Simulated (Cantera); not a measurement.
A closed system holds: 1 mol AlN, 4.2 mol H2, 23 mol N2, equilibrated at 1.00 Pa.

These are equilibrium values from Cantera (NASA tables, ideal gas, pure condensed phases), not measurements of a reactor. Candidate condensed phases: Al, AlN; 13 gas species. Kinetics and transport are ignored.

**Question.** Which condensed phases are stable at each of these points (T (°C)): 450, 550, 650, 750, 850, 950, 1050, 1150, 1250, 1350?

**Answer.** 
```json
[
 {"T (°C)": "450", "condensed phases": "AlN(s)", "Al condensed (%)": "100.0"},
 {"T (°C)": "550", "condensed phases": "AlN(s)", "Al condensed (%)": "100.0"},
 {"T (°C)": "650", "condensed phases": "AlN(s)", "Al condensed (%)": "100.0"},
 {"T (°C)": "750", "condensed phases": "AlN(s)", "Al condensed (%)": "100.0"},
 {"T (°C)": "850", "condensed phases": "AlN(s)", "Al condensed (%)": "100.0"},
 {"T (°C)": "950", "condensed phases": "AlN(s)", "Al condensed (%)": "100.0"},
 {"T (°C)": "1050", "condensed phases": "AlN(s)", "Al condensed (%)": "100.0"},
 {"T (°C)": "1150", "condensed phases": "AlN(s)", "Al condensed (%)": "99.6"},
 {"T (°C)": "1250", "condensed phases": "AlN(s)", "Al condensed (%)": "87.3"},
 {"T (°C)": "1350", "condensed phases": "gas only", "Al condensed (%)": "0.0"}
]
```

From 450 °C to 1250 °C the condensed part is AlN(s). At 1350 °C nothing is condensed.
